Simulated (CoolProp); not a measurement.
Vapour-liquid equilibrium of ethanol (1) + toluene (2) at 372.9 K; x and y are mole fractions of (1).

Computed with CoolProp (multi-fluid Helmholtz-energy mixture model, Schroeder 2014 and Lemmon 2006; pair parameters Bell 2016).

| x | bubble pressure (kPa) | y at the bubble point | dew pressure at overall composition x (kPa) | liquid density (mol/L) |
|---|---|---|---|---|
| 0.05 | 114.0 | 0.372 | 77.39 | 8.740 |
| 0.2 | 178.8 | 0.633 | 91.10 | 9.300 |
| 0.35 | 202.2 | 0.697 | 110.4 | 9.985 |
| 0.5 | 212.4 | 0.729 | 139.4 | 10.83 |
| 0.65 | 219.6 | 0.765 | 184.8 | 11.89 |
| 0.8 | 225.1 | 0.826 | 223.5 | 13.21 |
| 0.95 | 224.8 | 0.942 | 224.5 | 14.86 |

y crosses x between x = 0.8 and 0.95: the model has an azeotrope there.

Pair parameters are fitted to limited data, so mixtures are less certain than the pure fluids. With so large a gap from Raoult's law the liquid may split in two, which this calculation doesn't test in full.
